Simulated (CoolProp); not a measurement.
Values from CoolProp's reference Helmholtz-energy equation of state, Span 2000.

Q: Give the vapour pressure (MPa), vapour density (kg/m³), liquid cp (kJ/(kg K)), liquid viscosity (µPa s) of saturated nitrogen at -187.45, -170.25 °C.

A: 
```csv
T (°C),p (MPa),vapour density (kg/m³),liquid cp (kJ/(kg K)),liquid viscosity (µPa s)
-187.45,0.245,10.5,2.10,118
-170.25,0.946,39.0,2.40,69.5
```

Viscosity comes from a separate model (Lemmon 2004).
